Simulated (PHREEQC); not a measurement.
0.19 g of hydrous ferric oxide (600 m²/g; 0.2 weak and 0.005 strong sites per Fe, Dzombak-Morel constants, diffuse double layer) in 1 kg of water with 0.001 mol/kgw of an inert sodium salt and 0.0025 mmol/kgw H3BO3, at 25 °C; the pH is set by adding NaOH or the inert anion's acid. O2 is buffered at 0.21 atm. CO2 from the air is kept out. Precipitation was switched off in this run.

Base run: PHREEQC, ion-association model, wateq4f.dat. Each further column changes one thing. The table gives surface charge σ (C/m²).

```csv
pH,base,background salt from 0.001 to 0.0001 mol/kgw,oxide from 0.19 to 0.95 g/kgw,0.00028 mol/kgw PbCl2 added
4,0.119,0.070,0.128,0.142
4.5,0.079,0.037,0.084,0.098
5.5,0.031,0.012,…,0.053
6,0.019,0.007,0.019,0.047
6.5,0.011,0.004,0.011,0.042
7.5,0.003,0.001,0.003,0.033
8,0.000,0.000,0.000,0.028
8.5,-0.002,…,-0.002,…
9.5,-0.009,-0.003,-0.009,0.011
10,-0.016,-0.007,-0.016,0.007
10.5,-0.028,-0.017,-0.029,0.003
11.5,-0.107,-0.100,-0.110,-0.010
12,-0.200,-0.196,-0.202,-0.044
```

Question: Some entries are withheld; supply them.

Answer: 
- 5.5, oxide from 0.19 to 0.95 g/kgw: 0.032
- 8.5, background salt from 0.001 to 0.0001 mol/kgw: -0.001
- 8.5, 0.00028 mol/kgw PbCl2 added: 0.022

 In at least one series the solution becomes supersaturated in solids that the run did not let form, among them Pb(OH)2.
